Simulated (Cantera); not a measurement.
Input: 1 mol AlCl3, 0.73 mol N2O, 30 mol H2, equilibrated at 0.100 bar.

These are equilibrium values from Cantera (NASA tables, ideal gas, pure condensed phases), not measurements of a reactor. Candidate condensed phases: Al, AlCl3, AlN, Al2O3, H2O, NH4Cl; 45 gas species. The tables' values for AlCl2, AlOH are old estimates; treat these amounts as uncertain. The numbers say what is thermodynamically allowed, not how fast it happens.

Task: At 2273 K, list the 4 most abundant gas species with their mole fractions, and the condensed phases.

Result: H2 0.857, HCl 0.0697, H 0.0246, N2 0.0221. Condensed: Al2O3(s).
